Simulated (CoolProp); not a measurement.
Octamethylcyclotetrasiloxane (D4) along the isotherm 463 K: density (kg/m³) from the reference equation and from simpler models built on Tc = 586.5 K, pc = 1347 kPa, ω = 0.598; each cubic takes its own stable root.

The numbers come from the reference Helmholtz-energy equation of state, Thol 2015 in CoolProp.

| p (kPa) | phase | reference | van der Waals | Soave-Redlich-Kwong | Peng-Robinson |
|---|---|---|---|---|---|
| 421 | liquid | 746.9 | 40.45 | 675.7 | ? |
| 842 | liquid | 749.5 | 436.9 | 680.3 | 769.6 |
| 1260 | liquid | 752.0 | ? | 684.7 | 773.9 |
| 1680 | liquid | 754.4 | 453.4 | 688.8 | 778.0 |
| 2110 | liquid | 756.8 | 460.1 | 692.8 | 782.0 |
| 2530 | liquid | 759.0 | ? | ? | 785.8 |
| 2950 | liquid | 761.2 | ? | 700.1 | 789.4 |
| 3370 | liquid | 763.4 | ? | 703.5 | 792.8 |
| 3790 | liquid | 765.4 | 480.3 | 706.8 | ? |
| 4210 | liquid | 767.4 | 484.3 | 710.0 | 799.2 |
| 4630 | liquid | 769.4 | 488.1 | 713.0 | 802.3 |
| 5050 | liquid | 771.3 | 491.6 | 715.9 | 805.2 |
| 5470 | liquid | 773.1 | 494.8 | 718.7 | 808.1 |
| 5890 | liquid | ? | 497.9 | 721.4 | 810.8 |
| 6320 | liquid | 776.7 | 500.9 | 724.1 | 813.5 |
| 6740 | liquid | 778.5 | 503.7 | 726.6 | 816.1 |

Complete the blanks.


- 421, Peng-Robinson: 765.0
- 1260, van der Waals: 445.8
- 2530, van der Waals: 465.9
- 2530, Soave-Redlich-Kwong: 696.6
- 2950, van der Waals: 471.2
- 3370, van der Waals: 475.9
- 3790, Peng-Robinson: 796.1
- 5890, reference: 774.9

At some of these states van der Waals gives the other phase, because its saturation line lies elsewhere.
